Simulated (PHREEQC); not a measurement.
Nickel, zinc or cadmium bath: speciation

A solution holds 0.0036 mol/kgw ZnCl2 and 0.062 mol/kgw KCl, at 25 °C. Closed to the air; pH follows from the charge balance.

Equilibrium calculation in PHREEQC: ion-association model, phreeqc.dat.

This is a speciation only: nothing precipitates in the calculation.

### Question
Estimate the pH, specific conductance, density.

### Answer
pH 5.72; specific conductance 8620 µS/cm; density 1.000 g/cm³.

### Question
In which forms is Zn present?

### Answer
Zn+2 92 %, ZnCl+ 7.1 % of the Zn.

Complexes and solids missing from the database can't appear.
